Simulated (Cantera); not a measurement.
Si + NF3 + N2 (silicon etching in halogen gases)

Charge: 1 mol Si, 0.69 mol NF3, 56 mol N2, at 525 K and 15.0 mbar.

Cantera equilibrium calculation (NASA polynomials, part measured and part estimated; ideal gas, pure solids and liquids). Candidate condensed phases: Si, Si3N4; 16 gas species. Equilibrium is a limit: real reactors are often held back by kinetics, nucleation or transport.

```yaml
x(N2): 0.991
x(SiF4): 0.00915
n(Si3N4(s)): 0.161 mol
gas_amount: 56.54 mol
log10 activity of Si(s) (absent): -17.76
```
